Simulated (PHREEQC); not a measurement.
# Acid mine or pickling water

A made-up water analysis in mmol/kgw, 5 °C, pH 2.85, pe 9:

```
constituent  mmol/kgw
-----------  --------
Na                2.6
K            0.000963
Ca               4.13
Mg               2.72
Cl               5.88
S(6)             7.03
N(5)          0.00455
Fe(3)           0.519
```

Valence states are taken as typed.

Model: ion-association model, wateq4f.dat, run in PHREEQC.

No solid was allowed to form.

Question: Predict the ionic strength.

Answer: ionic strength 0.0268 mol/kgw.

Question: In which forms is Fe present?

Answer: FeSO4+ 75 %, Fe+3 11 %, FeOH+2 8.1 %, Fe(SO4)2- 4.2 %, Fe(OH)2+ 0.5 % of the Fe.

Saturation is exceeded, for instance for Hematite (slow to form), Goethite (slow to form); the values hold only as long as no solid forms. At this temperature some constants are extrapolated from 25 °C, and those without enthalpy data are left unchanged.
